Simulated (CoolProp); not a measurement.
Values from CoolProp's reference Helmholtz-energy equation of state, Thol 2015.

**Question.** Give the vapour pressure (MPa), liquid density (kg/m³), vapour density (kg/m³), enthalpy of vaporisation (kJ/kg) of saturated octamethylcyclotetrasiloxane (D4) at 399.5, 422.4 K.

**Answer.** 
```json
[
 {"T (K)": "399.5", "p (MPa)": "0.0236", "liquid density (kg/m³)": "831", "vapour density (kg/m³)": "2.16", "enthalpy of vaporisation (kJ/kg)": "149"},
 {"T (K)": "422.4", "p (MPa)": "0.0490", "liquid density (kg/m³)": "801", "vapour density (kg/m³)": "4.33", "enthalpy of vaporisation (kJ/kg)": "141"}
]
```
